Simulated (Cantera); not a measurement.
Input (Python, Cantera):

```python
import numpy as np
import cantera as ct

gas = ct.Solution("h2o2.yaml")
gas.TPX = 450, 100000, {'H2': 1.5, 'O2': 1.14, 'N2': 4.27}
inlet = ct.Reservoir(gas, clone=True)
gas.equilibrate("HP")  # start burning
reactor = ct.IdealGasConstPressureReactor(gas, energy="on", clone=False)
exhaust = ct.Reservoir(gas, clone=True)
tau = [0.085, 0.045, 0.023, 0.012, 0.0064, 0.0034, 0.0018, 0.00093, 0.00049, 0.00026, 0.00013, 7e-05, 3.7e-05][0]
for a, b in ((inlet, reactor), (reactor, exhaust)):
    ct.MassFlowController(a, b, mdot=lambda t: reactor.mass / tau)
net = ct.ReactorNet([reactor])
show = ['H2', 'O2', 'OH', 'H2O2', 'HO2', 'H', 'O']

rows = []
print(f"{'tau/s':>10s}{'T/K':>9s}" + "".join(f"{s:>11s}" for s in show))
for tau in [0.085, 0.045, 0.023, 0.012, 0.0064, 0.0034, 0.0018, 0.00093, 0.00049, 0.00026, 0.00013, 7e-05, 3.7e-05]:
    net.initial_time = 0.0
    net.advance(30 * tau)
    before = gas.X
    net.advance(40 * tau)
    drift = np.max(np.abs(gas.X - before) / (gas.X + 1e-9))
    rows.append([gas.T, *gas[show].X, drift])
    print(f"{tau:10.3e}{gas.T:9.1f}" + "".join(f"{x:11.3e}" for x in gas[show].X))
```

Output:

```
     tau/s      T/K         H2         O2         OH       H2O2        HO2          H          O
 8.500e-02   2062.9  6.743e-04  6.242e-02  3.816e-03  1.477e-07  2.524e-06  9.409e-05  3.914e-04
 4.500e-02   2059.2  8.476e-04  6.235e-02  4.224e-03  1.562e-07  2.729e-06  1.312e-04  4.850e-04
 2.300e-02   2052.8  1.162e-03  6.225e-02  4.874e-03  1.731e-07  3.145e-06  2.094e-04  6.577e-04
 1.200e-02   2043.0  1.664e-03  6.214e-02  5.740e-03  2.006e-07  3.877e-06  3.597e-04  9.367e-04
 6.400e-03   2028.8  2.412e-03  6.204e-02  6.783e-03  2.403e-07  5.048e-06  6.348e-04  1.358e-03
 3.400e-03   2008.2  3.519e-03  6.200e-02  7.992e-03  2.963e-07  6.872e-06  1.141e-03  1.989e-03
 1.800e-03   1978.9  5.091e-03  6.209e-02  9.282e-03  3.734e-07  9.564e-06  2.045e-03  2.899e-03
 9.300e-04   1936.3  7.296e-03  6.242e-02  1.055e-02  4.867e-07  1.348e-05  3.660e-03  4.197e-03
 4.900e-04   1880.6  1.002e-02  6.309e-02  1.151e-02  6.536e-07  1.851e-05  6.208e-03  5.822e-03
 2.600e-04   1809.5  1.324e-02  6.423e-02  1.197e-02  9.267e-07  2.470e-05  9.999e-03  7.718e-03
 1.300e-04   1713.1  1.738e-02  6.627e-02  1.171e-02  1.480e-06  3.286e-05  1.582e-02  9.874e-03
 7.000e-05   1611.2  2.208e-02  6.921e-02  1.073e-02  2.430e-06  4.180e-05  2.234e-02  1.143e-02
 3.700e-05   1489.1  3.018e-02  7.465e-02  9.009e-03  4.249e-06  5.434e-05  2.935e-02  1.186e-02
```

Detailed kinetics in Cantera: the H2/O2 subset of GRI-Mech 3.0, which has no nitrogen chemistry.
